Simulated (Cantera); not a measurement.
A perfectly stirred reactor is fed with H₂ : O₂ : N₂ = 1.5 : 1 : 0.53 (molar parts), equivalence ratio 0.75, at 0.132 atm; it is held at 1223 K, and followed from long to short residence time.

Computed with Cantera and GRI-Mech 3.0 (53 species, 325 reactions). The temperature is held fixed by assumption; the heat of reaction is taken as removed at once.

What does this change do: N2 0.53 to 2.7 parts?


```tsv
quantity	before	after
x(H₂) at τ = 6.60 s	0.000192	0.000172
x(O₂) at τ = 6.60 s	0.110	0.0562
x(NO) at τ = 6.60 s	1.39e-7	3.18e-7
x(H₂O₂) at τ = 6.60 s	6.46e-7	3.65e-7
x(O) at τ = 6.60 s	2.77e-5	3.50e-5
x(H₂) at τ = 0.220 s	0.00183	0.00163
x(O₂) at τ = 0.220 s	0.110	0.0566
x(NO) at τ = 0.220 s	1.17e-7	5.07e-7
x(H₂O₂) at τ = 0.220 s	2.59e-6	1.27e-6
x(O) at τ = 0.220 s	0.000293	0.000355
```

What does this change do: H2 1.5 to 0.97 parts?


```json
[
 {"quantity": "x(H₂) at τ = 6.60 s", "before": "0.000192", "after": "0.000101"},
 {"quantity": "x(O₂) at τ = 6.60 s", "before": "0.110", "after": "0.255"},
 {"quantity": "x(NO) at τ = 6.60 s", "before": "1.39e-7", "after": "1.81e-7"},
 {"quantity": "x(H₂O₂) at τ = 6.60 s", "before": "6.46e-7", "after": "5.00e-7"},
 {"quantity": "x(O) at τ = 6.60 s", "before": "2.77e-5", "after": "3.14e-5"},
 {"quantity": "x(H₂) at τ = 0.220 s", "before": "0.00183", "after": "0.000964"},
 {"quantity": "x(O₂) at τ = 0.220 s", "before": "0.110", "after": "0.255"},
 {"quantity": "x(NO) at τ = 0.220 s", "before": "1.17e-7", "after": "8.99e-8"},
 {"quantity": "x(H₂O₂) at τ = 0.220 s", "before": "2.59e-6", "after": "1.99e-6"},
 {"quantity": "x(O) at τ = 0.220 s", "before": "0.000293", "after": "0.000326"}
]
```
